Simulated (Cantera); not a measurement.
Equilibrium for hydrogen reduction and annealing atmospheres: Fe2O3 + H2

Input: 1 mol Fe2O3, 440 mol H2, at 998.15 K and 0.100 bar.

Equilibrium computed with Cantera from the NASA thermochemical tables; the gas is ideal and each condensed phase is pure. Candidate condensed phases: Fe, FeO, Fe(OH)2, Fe(OH)3, Fe2O3, Fe3O4, H2O; 12 gas species. Equilibrium is a limit: real reactors are often held back by kinetics, nucleation or transport.

```json
{
  "x(H2)": "0.993",
  "x(H2O)": "0.00682",
  "n(Fe(α))": "2.00 mol",
  "gas_amount": "440.0 mol",
  "log10 activity of Fe(OH)2(s) (absent)": "-9.41",
  "log10 activity of Fe(OH)3(s) (absent)": "-16.79"
}
```
